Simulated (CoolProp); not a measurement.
Vapour-liquid equilibrium of R143a (1) + R134a (2) at 0.0747 MPa; x and y are mole fractions of (1).

The numbers come from the multi-fluid Helmholtz-energy mixture model, Lemmon and Jacobsen 2000 and Tillner-Roth 1994; pair parameters Lemmon 2004 in CoolProp.

```json
[
 {"x": "0.05", "bubble temperature (K)": "239.1", "y at the bubble point": "0.118", "dew temperature at overall composition x (K)": "240.0", "liquid density (mol/L)": "13.72"},
 {"x": "0.15", "bubble temperature (K)": "236.2", "y at the bubble point": "0.314", "dew temperature at overall composition x (K)": "238.6", "liquid density (mol/L)": "13.78"},
 {"x": "0.25", "bubble temperature (K)": "233.5", "y at the bubble point": "0.469", "dew temperature at overall composition x (K)": "237.1", "liquid density (mol/L)": "13.83"},
 {"x": "0.35", "bubble temperature (K)": "231.1", "y at the bubble point": "0.593", "dew temperature at overall composition x (K)": "235.6", "liquid density (mol/L)": "13.88"},
 {"x": "0.45", "bubble temperature (K)": "228.9", "y at the bubble point": "0.693", "dew temperature at overall composition x (K)": "233.9", "liquid density (mol/L)": "13.93"},
 {"x": "0.55", "bubble temperature (K)": "226.9", "y at the bubble point": "0.774", "dew temperature at overall composition x (K)": "232.0", "liquid density (mol/L)": "13.96"},
 {"x": "0.65", "bubble temperature (K)": "225.1", "y at the bubble point": "0.841", "dew temperature at overall composition x (K)": "229.9", "liquid density (mol/L)": "14.00"},
 {"x": "0.75", "bubble temperature (K)": "223.4", "y at the bubble point": "0.896", "dew temperature at overall composition x (K)": "227.5", "liquid density (mol/L)": "14.03"},
 {"x": "0.85", "bubble temperature (K)": "221.8", "y at the bubble point": "0.943", "dew temperature at overall composition x (K)": "224.8", "liquid density (mol/L)": "14.05"},
 {"x": "0.95", "bubble temperature (K)": "220.4", "y at the bubble point": "0.982", "dew temperature at overall composition x (K)": "221.6", "liquid density (mol/L)": "14.07"}
]
```

No azeotrope shows between x = 0.05 and 0.95.

The pair parameters rest on a limited set of measurements; away from them the model extrapolates.
